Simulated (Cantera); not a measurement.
Input: 1 mol C₃H₈, 0.089 mol CO₂, 11 mol H₂, equilibrated at 750 Torr.

Cantera equilibrium calculation (NASA polynomials, part measured and part estimated; ideal gas, pure solids and liquids). Candidate condensed phases: C, C₆H₆, C₇H₈, C₈H₁₈, H₂O; 110 gas species. Rates play no part.

Task: At 2025 K, list the 6 most abundant gas species with their mole fractions, and the condensed phases.

Result: H₂ 0.985, CO 0.0117, H 0.00191, C₂H₂ (acetylene) 0.000891, CH₄ 0.000386, CH₃ 1.48e-5. Condensed: C(graphite).
